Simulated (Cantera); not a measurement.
An adiabatic, constant-pressure homogeneous reactor starts with 7.40 % CH4, 19.5 % O2, 73.2 % N2, equivalence ratio 0.76, at 1775 K and 360 Torr.

Model: GRI-Mech 3.0 (53 species, 325 reactions), integrated in Cantera.

**Question.** Predict: time of steepest temperature rise; temperature at 0.200 s; equilibrium temperature; x(O2) at 0.200 s; x(H2) at 0.200 s; x(HO2) at 0.200 s; x(HCO) at 0.200 s.

**Answer.** 
* **time of steepest temperature rise**: 0.253 ms
* **temperature at 0.200 s**: 2698 K
* **equilibrium temperature**: 2698 K
* **x(O2) at 0.200 s**: 0.0479 (gas-phase equilibrium 0.0479)
* **x(H2) at 0.200 s**: 0.0111 (gas-phase equilibrium 0.0111)
* **x(HO2) at 0.200 s**: 6.80e-6 (gas-phase equilibrium 6.80e-6)
* **x(HCO) at 0.200 s**: 1.25e-8 (gas-phase equilibrium 1.25e-8)
